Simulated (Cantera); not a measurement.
Feed: 1 mol SiO2, 7.7 mol HBr, 0.089 mol O2, at 1148 K and 0.000220 bar.

Equilibrium computed with Cantera from the NASA thermochemical tables; the gas is ideal and each condensed phase is pure. Candidate condensed phases: Br2, H2O, Si, SiO2; 28 gas species. The tables hold silica as quartz up to 1696 K and as liquid above; real silica turns to tridymite and cristobalite and melts near 1996 K. Rates play no part.

Base state: HBr 0.925, Br 0.0490, H2O 0.0226, H2 0.00270, Br2 0.000764 (mole fractions); condensed: SiO2(β-quartz).

**Question.** What changes in the equilibrium state with this change: O2 from 0.089 to 4.6 mol?

**Answer.** 
```
species                before    after
-------------------  --------  -------
Br                     0.0490    0.412
H2O                    0.0226    0.260
O2                      <1e-9    0.216
HBr                     0.925   0.0588
Br2                  0.000764   0.0540
H2                    0.00270  1.55e-7
OH                    1.25e-8  1.91e-5
SiO2(β-quartz), mol      1.00     1.00
```
